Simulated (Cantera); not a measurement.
Charge: 1 mol Hg, 0.9 mol H2, 0.41 mol N2, at 450 K.

These are equilibrium values from Cantera (NASA tables, ideal gas, pure condensed phases), not measurements of a reactor. Candidate condensed phases: Hg; 10 gas species. Equilibrium is a limit: real reactors are often held back by kinetics, nucleation or transport.

Task: What share of the Hg ends up in condensed phases as a function of P (Pa), at 10, 52, 270, 1400, 7200, 37000, 190000, 1000000?

Result: 
```
P (Pa)   Hg condensed (%)     as
-------  ----------------  -----
10                    0.0      -
52                    0.0      -
270                   0.0      -
1400                  0.0      -
7200                 78.4  Hg(l)
37000                96.6  Hg(l)
190000               99.5  Hg(l)
1000000              99.9  Hg(l)
```
